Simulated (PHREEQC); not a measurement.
A made-up water analysis in mmol/kgw, 25 °C, pH 6.31, pe 12.2: Na 106; K 22.6; Ca 4.89; Mg 11.4; Cl 138; S(6) 10.9; Alkalinity (meq/kgw) 0.17; B 0.579.

Valence states are taken as typed.

Equilibrium calculation in PHREEQC: ion-association model, wateq4f.dat.

Q: The ionic strength comes out as 0.176 mol/kgw. What activity coefficients do KSO4-, Ca+2, H2BO3-, Cl-, Na+ get?

A: KSO4- 0.75, Ca+2 0.33, H2BO3- 0.69, Cl- 0.72, Na+ 0.75.

This is a speciation only: nothing precipitates in the calculation. Species that the database lacks are ignored.
